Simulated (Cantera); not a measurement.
Formation from one mole of F2

Standard-state values (1 bar) from the NASA 1993 polynomials, evaluated with Cantera. Values are per mole of reaction as written; species without (g) are pure solids or liquids, kept so even where they would boil at 1 bar. The tables' values for SiF2 are old estimates.

Si + F2(g) ⇌ SiF2(g)

| T (K) | ΔH° (kJ) | ΔS° (J/K) | ΔG° (kJ) | log10 K | condensed phases |
|---|---|---|---|---|---|
| 1298 | -595.2 | 24.5 | -627.0 | 25.23 | Si(s) |
| 1398 | -596.1 | 23.8 | -629.4 | 23.52 | Si(s) |
| 1498 | -597.1 | 23.2 | -631.8 | 22.03 | Si(s) |
| 1598 | -598.0 | 22.6 | -634.1 | 20.73 | Si(s) |
| 1698 | -649.3 | -7.8 | -636.1 | 19.57 | Si(l) |

0.5 C + F2(g) ⇌ 0.5 CF4(g)

| T (K) | ΔH° (kJ) | ΔS° (J/K) | ΔG° (kJ) | log10 K |
|---|---|---|---|---|
| 1298 | -466.4 | -75.8 | -368.0 | 14.81 |
| 1398 | -466.3 | -75.7 | -360.4 | 13.47 |
| 1498 | -466.1 | -75.6 | -352.8 | 12.30 |
| 1598 | -466.0 | -75.5 | -345.3 | 11.29 |
| 1698 | -465.9 | -75.5 | -337.7 | 10.39 |

0.6667 C + F2(g) ⇌ 0.6667 CF3(g)

| T (K) | ΔH° (kJ) | ΔS° (J/K) | ΔG° (kJ) | log10 K |
|---|---|---|---|---|
| 1298 | -314.8 | -32.2 | -273.0 | 10.98 |
| 1398 | -314.8 | -32.3 | -269.8 | 10.08 |
| 1498 | -314.9 | -32.3 | -266.5 | 9.29 |
| 1598 | -315.1 | -32.4 | -263.3 | 8.61 |
| 1698 | -315.2 | -32.5 | -260.0 | 8.00 |

0.5 Si + F2(g) ⇌ 0.5 SiF4(g)

| T (K) | ΔH° (kJ) | ΔS° (J/K) | ΔG° (kJ) | log10 K | condensed phases |
|---|---|---|---|---|---|
| 1298 | -807.8 | -72.0 | -714.2 | 28.74 | Si(s) |
| 1398 | -807.7 | -72.0 | -707.0 | 26.42 | Si(s) |
| 1498 | -807.7 | -72.0 | -699.8 | 24.40 | Si(s) |
| 1598 | -807.7 | -72.0 | -692.6 | 22.64 | Si(s) |
| 1698 | -832.8 | -86.9 | -685.3 | 21.08 | Si(l) |
